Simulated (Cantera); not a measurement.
Cantera with NASA thermochemical tables; ideal gases at 1 bar, condensed phases pure. Values are per mole of reaction as written; species without (g) are pure solids or liquids, kept so even where they would boil at 1 bar. ZrN: taken at fixed stoichiometry.

NO2(g) + ZrO2 + 2 H2(g) = ZrN + 4 OH(g)

```csv
T (K),ΔH° (kJ),ΔS° (J/K),ΔG° (kJ),log10 K,condensed phases
300,855.4,222.0,788.8,-137.34,"ZrO2(monoclinic), ZrN(s)"
1525,837.6,206.1,523.3,-17.92,"ZrO2(tetragonal), ZrN(s)"
1625,837.0,205.7,502.7,-16.16,"ZrO2(tetragonal), ZrN(s)"
1725,836.5,205.4,482.1,-14.60,"ZrO2(tetragonal), ZrN(s)"
1825,?,?,?,?,"ZrO2(tetragonal), ZrN(s)"
1925,?,?,?,?,"ZrO2(tetragonal), ZrN(s)"
2025,835.5,204.9,420.6,-10.85,"ZrO2(tetragonal), ZrN(s)"
2125,835.4,204.8,400.1,-9.84,"ZrO2(tetragonal), ZrN(s)"
```

### Question
Some entries are withheld; supply them.

### Answer

- 1825, ΔH° (kJ): 836.1
- 1825, ΔS° (J/K): 205.2
- 1825, ΔG° (kJ): 461.6
- 1825, log10 K: -13.21
- 1925, ΔH° (kJ): 835.8
- 1925, ΔS° (J/K): 205.0
- 1925, ΔG° (kJ): 441.1
- 1925, log10 K: -11.97
